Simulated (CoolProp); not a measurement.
Vapour-liquid equilibrium of isohexane (1) + n-hexane (2) at 378.5 K; x and y are mole fractions of (1).

Model: multi-fluid Helmholtz-energy mixture model, Lemmon 2006 and Thol 2019; pair parameters Bell 2016, in CoolProp.

```
x     bubble pressure (MPa)  y at the bubble point  dew pressure at overall composition x (MPa)  liquid density (mol/L)
----  ---------------------  ---------------------  -------------------------------------------  ----------------------
0.05                 0.2858                  0.061                                       0.2851                   6.669
0.2                  0.2970                  0.235                                       0.2946                   6.654
0.35                 0.3080                  0.397                                       0.3047                   6.640
0.5                  0.3186                  0.549                                       0.3151                   6.626
0.65                 0.3289                  0.691                                       0.3259                   6.612
0.8                  0.3388                  0.827                                       0.3368                   6.600
0.95                 0.3482                  0.957                                       0.3477                   6.588
```

No azeotrope shows between x = 0.05 and 0.95.

The pair parameters rest on a limited set of measurements; away from them the model extrapolates.
